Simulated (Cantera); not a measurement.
Charge: 1 mol C₂H₅OH, 9 mol H₂, 20 mol N₂, equilibrated at 48.0 Pa.

Equilibrium computed with Cantera from the NASA thermochemical tables; the gas is ideal and each condensed phase is pure. Candidate condensed phases: C, C₆H₆, C₇H₈, C₈H₁₈, H₂O; 136 gas species. Rates play no part. All values below are at 2098 K.

Base state: N₂ 0.578, H₂ 0.305, H 0.0776, CO 0.0291, HCN 0.00895, HNC 0.000602, C₂H₂ (acetylene) 0.000436, CN 6.63e-5 (mole fractions); condensed: C(graphite).

Q: What changes in the equilibrium state with this change: pressure from 48.0 Pa to 1000 Pa?

A: 
```csv
species,before,after
N₂,0.578,0.595
H₂,0.305,0.346
CO,0.0291,0.0300
H,0.0776,0.0181
CN,6.63e-5,1.47e-5
C₂H₂ (acetylene),0.000436,0.000493
"C(graphite), mol",0.639,0.623
```
